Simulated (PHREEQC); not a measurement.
Dissolve 0.8 mol/kgw HF, 0.175 mol/kgw (CH3)4NF and 1.8e-06 mol/kgw H4SiO4 at 25 °C. Closed to the air; pH follows from the charge balance.

Equilibrium calculation in PHREEQC: ion-association model, phreeqc.dat.

Precipitation was switched off in this run.

Estimate the pH, activity of water, ionic strength.

pH 1.93; activity of water 0.982; ionic strength 0.190 mol/kgw.

In which forms is F present?

HF 67 %, HF2- 28 %, F- 5.6 % of the F.

(CH3)4N+ isn't in the database: it is added as a free cation with an ion size of 4 Å. SiF6-2 is the database's only silicon fluoride.
